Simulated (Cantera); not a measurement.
Feed: 1 mol SiH₄, 52 mol H₂, 0.92 mol C₂H₄, equilibrated at 2075 °C and 1.80 mbar.

Equilibrium computed with Cantera from the NASA thermochemical tables; the gas is ideal and each condensed phase is pure. Candidate condensed phases: C, C₆H₆, C₇H₈, C₈H₁₈, Si, SiC; 87 gas species. The numbers say what is thermodynamically allowed, not how fast it happens.

Base state: H₂ 0.732, H 0.249, Si 0.0129, C₂H₂ (acetylene) 0.00400, SiC₂ 0.00209, SiH 0.000158, Si₂C 0.000122, C₂H 6.92e-5 (mole fractions); condensed: C(graphite).

What changes in the equilibrium state with this change: C₂H₄ from 0.92 to 0.037 mol?


```tsv
species	before	after
H₂	0.732	0.734
H	0.249	0.249
Si	0.0129	0.0154
C₂H₂ (acetylene)	0.00400	0.000341
C₃	2.21e-5	5.49e-7
C₂H	6.92e-5	5.90e-6
C(graphite), mol	1.02	0
```

What changes in the equilibrium state with this change: pressure from 1.80 mbar to 15.0 mbar?


```
species             before     after
----------------  --------  --------
H₂                   0.732     0.884
H                    0.249    0.0948
Si                  0.0129    0.0123
C₂H₂ (acetylene)   0.00400   0.00483
SiH₂               6.85e-6   6.59e-5
C₃                 2.21e-5   2.66e-6
Si₂C              0.000122  0.000925
Si₂                4.44e-6   3.38e-5
SiH               0.000158  0.000479
C(graphite), mol      1.02     0.963
```
Gases not in the tables: Si₂H₆ and higher silanes.
